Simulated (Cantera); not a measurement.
# Moist CO burnout

A perfectly stirred reactor is fed with CO : O2 : H2O : N2 = 0.029 : 0.066 : 0.087 : 1 (molar parts), equivalence ratio 0.22, at 10.0 bar; it is held at 1498 K, and followed from long to short residence time.

Model: GRI-Mech 3.0 (53 species, 325 reactions), integrated in Cantera.

| τ (s) | x CO | x O2 | x H2O | x NO2 | x N2O | x OH |
|---|---|---|---|---|---|---|
| 18 | 1.99e-6 | 0.0441 | 0.0745 | 1.66e-8 | 1.26e-7 | 2.62e-5 |
| 6.8 | 4.76e-6 | 0.0441 | 0.0745 | 7.89e-9 | 1.38e-7 | 2.74e-5 |
| 2.5 | 1.15e-5 | 0.0441 | 0.0745 | 4.76e-9 | 1.69e-7 | 3.01e-5 |
| 0.92 | 2.64e-5 | 0.0441 | 0.0745 | 4.09e-9 | 2.34e-7 | 3.53e-5 |
| 0.34 | 5.77e-5 | 0.0441 | 0.0745 | 4.81e-9 | 3.61e-7 | 4.35e-5 |
| 0.13 | 0.000119 | 0.0442 | 0.0745 | 6.70e-9 | 5.74e-7 | 5.48e-5 |
| 0.046 | 0.000257 | 0.0442 | 0.0745 | 1.01e-8 | 9.41e-7 | 7.12e-5 |
| 0.017 | 0.000531 | 0.0443 | 0.0744 | 1.38e-8 | 1.40e-6 | 9.19e-5 |
| 0.0063 | 0.00108 | 0.0446 | 0.0744 | 1.55e-8 | 1.79e-6 | 0.000118 |
| 0.0023 | 0.00218 | 0.0451 | 0.0743 | 1.33e-8 | 1.89e-6 | 0.000152 |
| 0.00086 | 0.00417 | 0.0461 | 0.0742 | 9.17e-9 | 1.70e-6 | 0.000193 |
x: mole fraction; the columns are a selection and need not sum to one.
